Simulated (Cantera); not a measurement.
Input (Python, Cantera) and output of one run.

```python
import numpy as np
import cantera as ct

gas_names = [...]  # 123 gases of nasa_gas.yaml made of C, H, O, Si
cond_names = """
    C(gr) C6H6(L) C7H8(L) C8H18(L),n-octa H2O(s) H2O(L) Si(cr) Si(L) SiC(b) SiO2(Lqz) SiO2(hqz) SiO2(L)
""".split()


# ... load() reads the species with a 1 bar reference pressure and builds the phases ...
atoms = {
    'SiO2': {'Si': 1, 'O': 2},
    'CH4': {'C': 1, 'H': 4},
    'CO': {'C': 1, 'O': 1},
}
top_T = {'C(gr)': 4500, 'SiC(b)': 3050}  # K; cautious upper limits of use, not melting points


# ... equilibrate(T, P, feed) seeds the gas with the atoms and calls Mixture.equilibrate('TP', solver="vcs", rtol=1e-11, max_steps=5000) ...
results = []
feed = {'SiO2': 1, 'CH4': 1, 'CO': 1}  # mol
T = 2200  # K
P = 13332.2  # Pa
mix = equilibrate(T, P, feed)
results.append((T, P, feed, dict(zip(mix.species_names, mix.species_moles))))
x = sorted(zip(gas.X, gas.species_names), reverse=True)
print(f"T = {T:g} K  P = {P:g} Pa  gas = {mix.phase_moles(0):.4g} mol")
print("   x: " + "  ".join(f"{s} {v:.3e}" for v, s in x if v > 1e-05))
print("   condensed (mol): " + ("  ".join(f"{mix.phase(i).name} {mix.phase_moles(i):.4g}"
      for i in range(1, mix.n_phases) if mix.phase_moles(i) > 1e-12) or "none"))
```

It prints:

```
T = 2200 K  P = 13332.2 Pa  gas = 5.024 mol
   x: CO 3.980e-01  H2 3.931e-01  SiO 1.989e-01  H 9.671e-03  Si 1.139e-04  H2O 1.093e-04  CO2 2.095e-05  SiH 1.154e-05
   condensed (mol): none
```

These are equilibrium values from Cantera (NASA tables, ideal gas, pure condensed phases), not measurements of a reactor.
